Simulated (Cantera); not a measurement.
Cantera run, input and output.

```python
import numpy as np
import cantera as ct

gas = ct.Solution("gri30.yaml")
gas.TPX = 350, 310000, {'CH3OH': 1, 'O2': 1.67, 'N2': 14.3}
inlet = ct.Reservoir(gas, clone=True)
gas.equilibrate("HP")  # start burning
reactor = ct.IdealGasConstPressureReactor(gas, energy="on", clone=False)
exhaust = ct.Reservoir(gas, clone=True)
tau = [0.13, 0.036, 0.0097, 0.0026, 0.00071, 0.00019, 5.2e-05, 1.4e-05, 3.8e-06][0]
for a, b in ((inlet, reactor), (reactor, exhaust)):
    ct.MassFlowController(a, b, mdot=lambda t: reactor.mass / tau)
net = ct.ReactorNet([reactor])
show = ['CH3OH', 'O2', 'CH2', 'HCN', 'CO2', 'O', 'CH2O']

rows = []
print(f"{'tau/s':>10s}{'T/K':>9s}" + "".join(f"{s:>11s}" for s in show))
for tau in [0.13, 0.036, 0.0097, 0.0026, 0.00071, 0.00019, 5.2e-05, 1.4e-05, 3.8e-06]:
    net.initial_time = 0.0
    net.advance(30 * tau)
    before = gas.X
    net.advance(40 * tau)
    drift = np.max(np.abs(gas.X - before) / (gas.X + 1e-9))
    rows.append([gas.T, *gas[show].X, drift])
    print(f"{tau:10.3e}{gas.T:9.1f}" + "".join(f"{x:11.3e}" for x in gas[show].X))
```

Output:

```
     tau/s      T/K      CH3OH         O2        CH2        HCN        CO2          O       CH2O
 1.300e-01   1477.3  6.007e-06  9.954e-03  1.855e-10  5.569e-11  5.681e-02  1.447e-05  3.546e-06
 3.600e-02   1471.1  1.380e-05  1.030e-02  1.138e-09  2.532e-10  5.623e-02  3.226e-05  8.350e-06
 9.700e-03   1456.9  3.200e-05  1.114e-02  8.293e-09  1.695e-09  5.483e-02  6.957e-05  1.991e-05
 2.600e-03   1420.1  8.770e-05  1.348e-02  4.709e-08  8.910e-09  5.087e-02  1.208e-04  5.517e-05
 7.100e-04    350.0  5.893e-02  9.841e-02 -4.944e-36  7.021e-24  3.645e-17 -9.057e-33  1.212e-18
 1.900e-04    350.0  5.893e-02  9.841e-02 -1.453e-36  4.489e-26  2.331e-19 -3.422e-34  7.748e-21
 5.200e-05    350.0  5.893e-02  9.841e-02  7.167e-37  2.835e-27  1.472e-20 -3.647e-35  4.894e-22
 1.400e-05    350.0  5.893e-02  9.841e-02 -4.173e-37  1.791e-28  9.299e-22 -5.249e-36  3.091e-23
 3.800e-06    350.0  5.893e-02  9.841e-02 -4.512e-39  1.131e-29  5.874e-23 -9.042e-37  1.953e-24
```

Cantera simulation using GRI-Mech 3.0 (53 species, 325 reactions); the numbers are that mechanism's predictions, not measurements. GRI-Mech 3.0 was tuned for natural gas; its chemistry of methanol as a main component is partial and can be far from experiment.
